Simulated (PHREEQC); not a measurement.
Solution (20 °C): 1 mol LiCl and 0.17 mol CaCl2 per kg of water. Closed to the air; pH follows from the charge balance.

All values are PHREEQC results (Pitzer model, pitzer.dat), not measurements.

This is a speciation only: nothing precipitates in the calculation.

Task: Estimate the activity of water.

Result: activity of water 0.954.

Species that the database lacks are ignored.
